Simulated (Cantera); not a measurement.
A closed system holds: 1 mol B₂H₆, 1.3 mol NH₃, 170 mol H₂, at 1.33 mbar.

These are equilibrium values from Cantera (NASA tables, ideal gas, pure condensed phases), not measurements of a reactor. Candidate condensed phases: B, BN; 15 gas species. The feed counts by its element totals alone. Mutual solubility and eutectic melting of coexisting phases are not modelled. Equilibrium is a limit: real reactors are often held back by kinetics, nucleation or transport.

Task: Which condensed phases are stable at each of these points (T (K)): 1623, 1698, 1773, 1848, 1923, 1998, 2073, 2148?

Result: 
```
T (K)  condensed phases  B condensed (%)
-----  ----------------  ---------------
1623       B(s) + BN(s)             99.7
1698       B(s) + BN(s)             99.5
1773       B(s) + BN(s)             99.0
1848               B(s)             98.4
1923               B(s)             97.2
1998               B(s)             95.1
2073               B(s)             91.0
2148               B(s)             81.9
```

From 1623 K to 1773 K the condensed part is B(s) + BN(s). From 1848 K to 2148 K the condensed part is B(s). The share of B in condensed phases is highest at 1623 K (99.7 %) and lowest at 2148 K (81.9 %).
